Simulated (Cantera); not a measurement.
Oxide etching and cleaning by halides: Fe2O3 + HCl + H2 + Cl2

Feed: 1 mol Fe2O3, 2.2 mol HCl, 33 mol H2, 2.9 mol Cl2, at 0.370 bar.

Method: chemical equilibrium by Gibbs-energy minimisation in Cantera with the NASA 1993 tables (ideal gas, pure condensed phases). Candidate condensed phases: Fe, FeCl2, FeCl3, FeO, Fe(OH)2, Fe(OH)3, Fe2O3, Fe3O4, H2O; 22 gas species. Condensed phases not in the tables: FeOCl. Rates play no part.

```tsv
T (°C)	x H2	x HCl	x H2O	x FeCl2	x Fe2Cl4	x H	x FeCl3	x Cl	n FeCl2(s)	n Fe(α)	n Fe(γ)
475	0.806	0.111	0.0831	3.46e-5	1.74e-6	<1e-12	7.80e-9	<1e-12	2.00	0	0
525	0.806	0.111	0.0831	0.000236	1.88e-5	3.93e-12	4.48e-8	<1e-12	1.99	0	0
575	0.796	0.120	0.0826	0.00127	0.000151	2.79e-11	2.26e-7	4.22e-12	1.77	0.173	0
625	0.719	0.196	0.0788	0.00531	0.000844	1.53e-10	1.43e-6	4.07e-11	0	1.73	0
675	0.720	0.194	0.0788	0.00699	0.000530	7.31e-10	1.65e-6	1.88e-10	0	1.69	0
725	0.721	0.191	0.0788	0.00881	0.000338	3.00e-9	1.85e-6	7.41e-10	0	1.64	0
775	0.723	0.188	0.0788	0.0107	0.000219	1.08e-8	2.01e-6	2.56e-9	0	1.58	0
825	0.724	0.184	0.0788	0.0125	0.000143	3.46e-8	2.13e-6	7.90e-9	0	1.51	0
875	0.726	0.181	0.0787	0.0144	9.54e-5	1.00e-7	2.21e-6	2.20e-8	0	1.45	0
925	0.728	0.177	0.0787	0.0161	6.50e-5	2.67e-7	2.28e-6	5.64e-8	0	0	1.38
975	0.729	0.174	0.0787	0.0179	4.51e-5	6.56e-7	2.32e-6	1.34e-7	0	0	1.32
1025	0.731	0.171	0.0787	0.0195	3.20e-5	1.51e-6	2.35e-6	2.97e-7	0	0	1.25
1075	0.732	0.168	0.0787	0.0211	2.31e-5	3.26e-6	2.37e-6	6.21e-7	0	0	1.19
1125	0.734	0.165	0.0787	0.0227	1.70e-5	6.66e-6	2.38e-6	1.23e-6	0	0	1.13
```
x: gas mole fraction; n: condensed amount in mol.

From 475 °C to 525 °C the condensed part is FeCl2(s). At 575 °C the condensed part is Fe(α) + FeCl2(s). From 625 °C to 875 °C the condensed part is Fe(α). From 925 °C to 1125 °C the condensed part is Fe(γ). The main Fe-bearing gas is FeCl2 throughout. The share of Fe in condensed phases is highest at 475 °C (99.9 %) and lowest at 1125 °C (56.7 %).
